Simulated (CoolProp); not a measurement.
The numbers come from the reference Helmholtz-energy equation of state, Outcalt 1996 in CoolProp. It is a modified Benedict-Webb-Rubin equation, recast in Helmholtz form.

**Question.** For R152A, give the phase and the density (kg/m³), cp (kJ/(kg K)), Joule-Thomson coefficient (K/MPa), viscosity (µPa s) at 295.4 K and 31.8 bar; 421.3 K and 31.8 bar.

**Answer.** 
- 295.4 K and 31.8 bar: liquid; density 915, cp 1.76, Joule-Thomson coefficient -0.137, viscosity 174
- 421.3 K and 31.8 bar: gas; density 76.2, cp 1.64, Joule-Thomson coefficient 9.73, viscosity 16.5

Viscosity comes from a separate model (Bell 2016), an estimate that may be off by 10 % or more.
